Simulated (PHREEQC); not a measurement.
Make-up at 20 °C: 0.0083 mol/kgw HF, 0.0032 mol/kgw NH4HF2, 0.0048 mol/kgw H2SiF6 and 0.0019 mol/kgw H2SO4. Closed to the air; pH follows from the charge balance.

Computed with PHREEQC (ion-association model, phreeqc.dat).

```tsv
quantity	before	after
ionic strength (mol/kgw)	0.0199	0.0105
HF (mol/kgw)	0.0134	0.00635
F- (mol/kgw)	0.00118	0.000968
HF2- (mol/kgw)	5.82e-5	2.26e-5
NH3 (mol/kgw)	1.13e-10	1.06e-10
```

What was changed between the two runs?
(A) diluted 2-fold with water
(B) H2SiF6 replaced by LiF at the same molality
(C) 0.00037 mol/kgw KHCO3 added
(D) H2SO4 left out
(E) temperature from 20 to 35 °C

A, diluted 2-fold with water

Precipitation was switched off in this run. SiF6-2 is the database's only silicon fluoride.
